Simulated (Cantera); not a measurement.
# Adiabatic ignition

An adiabatic, constant-pressure homogeneous reactor starts with CO : H2 : CH4 : O2 : N2 = 1 : 0.059 : 0.063 : 0.345 : 1.3 (molar parts), equivalence ratio 1.9, at 1823 K and 2900000 Pa.

Detailed kinetics in Cantera: GRI-Mech 3.0 (53 species, 325 reactions). The pressure lies above the range GRI-Mech 3.0 was tuned for (to about 10 atm). Above 3000 K some thermodynamic fits are extrapolated.

| t (s) | T (K) | x CO | x H2 | x CH4 | x CH3 | x CH2CO | x HCN |
|---|---|---|---|---|---|---|---|
| 2.00e-6 | 2613 | 0.288 | 0.0111 | 3.54e-12 | 1.70e-11 | 3.27e-11 | 7.57e-9 |
| 7.19e-6 | 3183 | 0.249 | 0.0105 | 1.49e-12 | 1.12e-11 | <1e-12 | 9.72e-8 |
| 2.58e-5 | 3177 | 0.249 | 0.0107 | 1.70e-12 | 1.22e-11 | <1e-12 | 1.77e-7 |
| 9.28e-5 | 3169 | 0.250 | 0.0108 | 1.79e-12 | 1.25e-11 | <1e-12 | 2.22e-7 |
| 0.000334 | 3169 | 0.250 | 0.0108 | 1.79e-12 | 1.25e-11 | <1e-12 | 2.23e-7 |
| 0.00120 | 3169 | 0.250 | 0.0108 | 1.79e-12 | 1.25e-11 | <1e-12 | 2.23e-7 |
| 0.00431 | 3169 | 0.250 | 0.0108 | 1.79e-12 | 1.25e-11 | <1e-12 | 2.23e-7 |
| 0.0155 | 3169 | 0.250 | 0.0108 | 1.79e-12 | 1.25e-11 | <1e-12 | 2.23e-7 |
| 0.0557 | 3169 | 0.250 | 0.0108 | 1.79e-12 | 1.25e-11 | <1e-12 | 2.23e-7 |
| 0.200 | 3169 | 0.250 | 0.0108 | 1.79e-12 | 1.25e-11 | <1e-12 | 2.23e-7 |
x: mole fraction; the columns are a selection and need not sum to one.

```yaml
time_of_steepest_temperature_rise: 1.68 µs
temperature at 0.200 s: 3169 K
equilibrium_temperature: 3169 K
x(CO) at 0.200 s: 0.250 (gas-phase equilibrium 0.250)
x(H2) at 0.200 s: 0.0108 (gas-phase equilibrium 0.0108)
x(CH4) at 0.200 s: 1.79e-12 (gas-phase equilibrium 2.20e-12)
```
